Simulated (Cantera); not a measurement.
A closed system holds: 1 mol PbO, 1.3 mol N2, 1.6 mol CO, equilibrated at 1.28 Torr.

These are equilibrium values from Cantera (NASA tables, ideal gas, pure condensed phases), not measurements of a reactor. Candidate condensed phases: C, Pb, PbO, PbO2, Pb3O4; 27 gas species. Equilibrium is a limit: real reactors are often held back by kinetics, nucleation or transport.

Problem. Which condensed phases are stable at each of these points (T (K)): 773, 873, 973, 1073, 1173, 1273, 1373, 1473, 1573?

Solution. 
```
T (K)  condensed phases  Pb condensed (%)
-----  ----------------  ----------------
773               Pb(l)             100.0
873               Pb(l)              99.9
973               Pb(l)              98.5
1073              Pb(l)              87.0
1173              Pb(l)               4.3
1273           gas only               0.0
1373           gas only               0.0
1473           gas only               0.0
1573           gas only               0.0
```

From 773 K to 1173 K the condensed part is Pb(l). From 1273 K to 1573 K nothing is condensed.
